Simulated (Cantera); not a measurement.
A perfectly stirred reactor is fed with CH₄ : H₂ : O₂ : N₂ = 1 : 0.06 : 3.83 : 26.4 (molar parts), equivalence ratio 0.53, at 0.345 atm; it is adiabatic with a 800 K inlet, and is followed from long to short residence time, starting on the burning branch (τ in s: 0.12, 0.05, 0.02, 0.0084, 0.0035, 0.0014, 0.00059, 0.00024, 0.0001, 4.1e-05).

Computed with Cantera and GRI-Mech 3.0 (53 species, 325 reactions).

What does this change do: CH4 1 to 0.62 parts?


| quantity | before | after |
|---|---|---|
| blow-out, bracketed by the residence times tried | burning at 1.40 ms, out at 0.590 ms | burning at 8.40 ms, out at 3.50 ms |
| x(CH₄) at τ = 0.120 s | 1.91e-5 | 5.76e-5 |
| x(H₂) at τ = 0.120 s | 0.000180 | 6.91e-5 |
| x(O₂) at τ = 0.120 s | 0.0576 | 0.0832 |
| x(CH₃) at τ = 0.120 s | 2.17e-6 | 2.91e-6 |
| x(HCO) at τ = 0.120 s | 3.34e-8 | 2.01e-8 |
| x(CH₄) at τ = 1.40 ms | 0.000509 | 0.0201 |
| x(H₂) at τ = 1.40 ms | 0.00205 | 0.00194 |
| x(O₂) at τ = 1.40 ms | 0.0626 | 0.124 |
| x(CH₃) at τ = 1.40 ms | 3.34e-5 | <1e-12 |
| x(HCO) at τ = 1.40 ms | 2.87e-6 | <1e-12 |

What does this change do: O2 3.83 to 2.9 parts?


| quantity | before | after |
|---|---|---|
| blow-out, bracketed by the residence times tried | burning at 1.40 ms, out at 0.590 ms | burning at 1.40 ms, out at 0.590 ms |
| x(CH₄) at τ = 0.120 s | 1.91e-5 | 1.72e-5 |
| x(H₂) at τ = 0.120 s | 0.000180 | 0.000382 |
| x(O₂) at τ = 0.120 s | 0.0576 | 0.0289 |
| x(CH₃) at τ = 0.120 s | 2.17e-6 | 2.16e-6 |
| x(HCO) at τ = 0.120 s | 3.34e-8 | 4.75e-8 |
| x(CH₄) at τ = 1.40 ms | 0.000509 | 0.000534 |
| x(H₂) at τ = 1.40 ms | 0.00205 | 0.00313 |
| x(O₂) at τ = 1.40 ms | 0.0626 | 0.0356 |
| x(CH₃) at τ = 1.40 ms | 3.34e-5 | 3.97e-5 |
| x(HCO) at τ = 1.40 ms | 2.87e-6 | 3.74e-6 |
